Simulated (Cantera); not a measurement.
**Premixed flame**

A freely propagating, adiabatic, planar premixed flame of H₂ : O₂ : N₂ = 0.78 : 0.208 : 1 (molar parts), unburnt at 425 K and 0.310 bar; mixture-averaged transport, grid criteria slope 0.08 and curve 0.16, no radiation.

Model: the H2/O2 subset of GRI-Mech 3.0, which has no nitrogen chemistry, integrated in Cantera. Burning velocities carry a grid error of a few per cent, more on coarse grids.

| z (mm) | T (K) | u (m/s) | x H₂ | x O₂ | x H₂O | x HO₂ | x OH | x H |
|---|---|---|---|---|---|---|---|---|
| -5.67 | 425 | 3.76 | 0.392 | 0.105 | <1e-8 | <1e-8 | <1e-8 | <1e-8 |
| -3.78 | 425 | 3.76 | 0.392 | 0.105 | <1e-8 | <1e-8 | <1e-8 | <1e-8 |
| -2.84 | 425 | 3.76 | 0.392 | 0.105 | <1e-8 | <1e-8 | <1e-8 | <1e-8 |
| -1.89 | 425 | 3.76 | 0.392 | 0.105 | 1.92e-8 | 4.70e-8 | <1e-8 | <1e-8 |
| -0.945 | 442 | 3.90 | 0.389 | 0.105 | 0.000608 | 0.000133 | 5.19e-5 | 0.000102 |
| -0.473 | 676 | 5.84 | 0.358 | 0.0982 | 0.0196 | 7.19e-5 | 0.000492 | 0.00761 |
| 0 | 1060 | 8.92 | 0.263 | 0.0648 | 0.0935 | 2.47e-5 | 0.00126 | 0.0470 |
| 0.473 | 1313 | 10.9 | 0.175 | 0.0147 | 0.189 | 5.28e-6 | 0.00249 | 0.0822 |
| 0.945 | 1414 | 11.7 | 0.158 | 0.00242 | 0.215 | 8.18e-7 | 0.00261 | 0.0844 |
| 1.89 | 1512 | 12.5 | 0.162 | 0.000749 | 0.219 | 2.35e-7 | 0.00295 | 0.0737 |
| 3.78 | 1617 | 13.2 | 0.171 | 0.000538 | 0.221 | 1.57e-7 | 0.00317 | 0.0595 |
| 7.56 | 1722 | 14.0 | 0.179 | 0.000344 | 0.224 | 9.86e-8 | 0.00307 | 0.0449 |
| 15.1 | 1814 | 14.6 | 0.186 | 0.000187 | 0.227 | 5.62e-8 | 0.00263 | 0.0318 |
x: mole fraction of selected species; z is measured from the peak of heat release.

```json
{
 "laminar_burning_velocity": "376 cm/s",
 "thermal_thickness": "1.89 mm",
 "peak x(HO₂)": "0.000153",
 "peak x(OH)": "0.00318",
 "peak x(H)": "0.0856",
 "grid_points": "138"
}
```
